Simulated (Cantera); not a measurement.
A perfectly stirred reactor is fed with CH4 : C2H6 : C3H8 : O2 : N2 = 1 : 0.35 : 0.11 : 4.66 : 17.5 (molar parts), at 1.30 bar; it is adiabatic with a 748 K inlet, and is followed from long to short residence time, starting on the burning branch (τ in s: 0.073, 0.035, 0.017, 0.0079, 0.0038, 0.0018, 0.00087, 0.00041, 0.0002, 9.4e-05, 4.5e-05, 2.2e-05).

Cantera simulation using GRI-Mech 3.0 (53 species, 325 reactions); the numbers are that mechanism's predictions, not measurements.

One state of this run: T (K) = 2174; x CH4 = 3.64e-5; x C2H6 = 2.83e-6; x C3H8 = 8.36e-7; x H2 = 0.00516; x NO2 = 6.58e-8; x HCO = 1.61e-6. x: mole fraction; the columns are a selection and need not sum to one.

**Question.** Which value of τ (s) does it belong to?
A. 0.00041
B. 0.00087
C. 2.2e-5
D. 0.0038

**Answer.** B, 0.00087
